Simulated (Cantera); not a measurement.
Feed: 1 mol (CH₃)₂SiCl₂, 3.8 mol HCl, 53 mol H₂, at 133 Pa.

These are equilibrium values from Cantera (NASA tables, ideal gas, pure condensed phases), not measurements of a reactor. Candidate condensed phases: C, C₆H₆, C₇H₈, C₈H₁₈, Si, SiC; 109 gas species. The feed counts by its element totals alone. Gases not in the tables: Si₂H₆ and higher silanes. The numbers say what is thermodynamically allowed, not how fast it happens.

Which condensed phases are stable at each of these points (T (°C)): 1302, 1402, 1502, 1602, 1702, 1802, 1902, 2002, 2102?


```csv
T (°C),condensed phases,Si condensed (%)
1302,C(graphite) + SiC(s),98.0
1402,C(graphite) + SiC(s),97.0
1502,C(graphite) + SiC(s),95.6
1602,C(graphite) + SiC(s),92.8
1702,C(graphite) + SiC(s),83.9
1802,C(graphite) + SiC(s),49.1
1902,C(graphite),0.0
2002,C(graphite),0.0
2102,C(graphite),0.0
```

From 1302 °C to 1802 °C the condensed part is C(graphite) + SiC(s). From 1902 °C to 2102 °C the condensed part is C(graphite).
